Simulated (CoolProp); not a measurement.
Vapour-liquid equilibrium of R134a (1) + methanol (2) at -22.65 °C; x and y are mole fractions of (1).

Model: multi-fluid Helmholtz-energy mixture model, Tillner-Roth 1994 and de Reuck 1993; pair parameters Bell 2016, in CoolProp.

```json
[
 {"x": "0.05", "bubble pressure (kPa)": "26.88", "y at the bubble point": "0.969", "dew pressure at overall composition x (kPa)": "0.8862", "liquid density (mol/L)": "25.04"},
 {"x": "0.15", "bubble pressure (kPa)": "55.32", "y at the bubble point": "0.986", "dew pressure at overall composition x (kPa)": "0.9898", "liquid density (mol/L)": "23.36"},
 {"x": "0.25", "bubble pressure (kPa)": "68.10", "y at the bubble point": "0.989", "dew pressure at overall composition x (kPa)": "1.121", "liquid density (mol/L)": "21.81"},
 {"x": "0.35", "bubble pressure (kPa)": "74.65", "y at the bubble point": "0.990", "dew pressure at overall composition x (kPa)": "1.293", "liquid density (mol/L)": "20.40"},
 {"x": "0.45", "bubble pressure (kPa)": "79.12", "y at the bubble point": "0.991", "dew pressure at overall composition x (kPa)": "1.528", "liquid density (mol/L)": "19.09"},
 {"x": "0.55", "bubble pressure (kPa)": "83.41", "y at the bubble point": "0.992", "dew pressure at overall composition x (kPa)": "1.866", "liquid density (mol/L)": "17.88"},
 {"x": "0.65", "bubble pressure (kPa)": "88.46", "y at the bubble point": "0.993", "dew pressure at overall composition x (kPa)": "2.398", "liquid density (mol/L)": "16.77"},
 {"x": "0.75", "bubble pressure (kPa)": "94.76", "y at the bubble point": "0.994", "dew pressure at overall composition x (kPa)": "3.355", "liquid density (mol/L)": "15.72"},
 {"x": "0.85", "bubble pressure (kPa)": "102.7", "y at the bubble point": "0.996", "dew pressure at overall composition x (kPa)": "5.582", "liquid density (mol/L)": "14.75"},
 {"x": "0.95", "bubble pressure (kPa)": "112.5", "y at the bubble point": "0.998", "dew pressure at overall composition x (kPa)": "16.60", "liquid density (mol/L)": "13.83"}
]
```

No azeotrope shows between x = 0.05 and 0.95.

The pair parameters rest on a limited set of measurements; away from them the model extrapolates. With so large a gap from Raoult's law the liquid may split in two, which this calculation doesn't test in full.
